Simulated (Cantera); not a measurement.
**Thermodynamics of silicon epitaxy and polysilicon growth, feed SiHCl3 + Cl2 + H2**

A closed system holds: 1 mol SiHCl3, 0.21 mol Cl2, 4.2 mol H2, at 0.00133 bar.

These are equilibrium values from Cantera (NASA tables, ideal gas, pure condensed phases), not measurements of a reactor. Candidate condensed phases: Si; 19 gas species. The tables' values for SiCl3, SiCl are old estimates; treat these amounts as uncertain. Equilibrium is a limit: real reactors are often held back by kinetics, nucleation or transport.

From 1100 K to 1250 K the condensed part is Si(s). From 1300 K to 1700 K nothing is condensed. The main Si-bearing gas is SiCl4 at 1100 K and SiCl2 at 1700 K.

| T (K) | x H2 | x HCl | x SiCl2 | x SiCl4 | x SiCl3 | n Si(s) |
|---|---|---|---|---|---|---|
| 1100 | 0.746 | 0.113 | 0.0348 | 0.0840 | 0.0145 | 0.175 |
| 1150 | 0.714 | 0.141 | 0.0615 | 0.0590 | 0.0182 | 0.136 |
| 1200 | 0.685 | 0.164 | 0.0931 | 0.0348 | 0.0192 | 0.0759 |
| 1250 | 0.663 | 0.179 | 0.122 | 0.0170 | 0.0170 | 0.0146 |
| 1300 | 0.647 | 0.195 | 0.136 | 0.00779 | 0.0134 | 0 |
| 1350 | 0.636 | 0.206 | 0.143 | 0.00341 | 0.00990 | 0 |
| 1400 | 0.631 | 0.212 | 0.148 | 0.00148 | 0.00717 | 0 |
| 1450 | 0.628 | 0.216 | 0.150 | 0.000656 | 0.00520 | 0 |
| 1500 | 0.626 | 0.217 | 0.152 | 0.000302 | 0.00380 | 0 |
| 1550 | 0.624 | 0.219 | 0.153 | 0.000145 | 0.00282 | 0 |
| 1600 | 0.623 | 0.219 | 0.154 | 7.25e-5 | 0.00213 | 0 |
| 1650 | 0.622 | 0.220 | 0.154 | 3.77e-5 | 0.00163 | 0 |
| 1700 | 0.620 | 0.220 | 0.154 | 2.04e-5 | 0.00126 | 0 |
x: gas mole fraction; n: condensed amount in mol.
